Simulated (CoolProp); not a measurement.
Saturation properties of CH3F (R41) (Tc = 317.3 K, pc = 5.906 MPa, ω = 0.200).

Values from CoolProp's reference Helmholtz-energy equation of state, Lemmon 2006. It is a short technical equation, of lower accuracy than the large ones.

```
T (K)  p (MPa)  liquid density (kg/m³)  vapour density (kg/m³)  enthalpy of vaporisation (kJ/kg)
-----  -------  ----------------------  ----------------------  --------------------------------
206.5   0.1854                   856.2                   3.919                             470.8
217.6   0.3080                   831.4                   6.329                             453.5
228.7   0.4850                   805.2                   9.779                             434.6
239.8   0.7304                   777.4                   14.59                             413.7
250.9    1.060                   747.6                   21.18                             390.4
262      1.489                   715.0                   30.18                             363.9
273.1    2.037                   678.9                   42.51                             333.2
284.2    2.725                   637.8                   59.81                             296.8
295.3    3.577                   588.6                   85.36                             251.5
306.4    4.626                   522.8                   128.2                             189.0
```

It boils at 194.8 K under 1 atm.
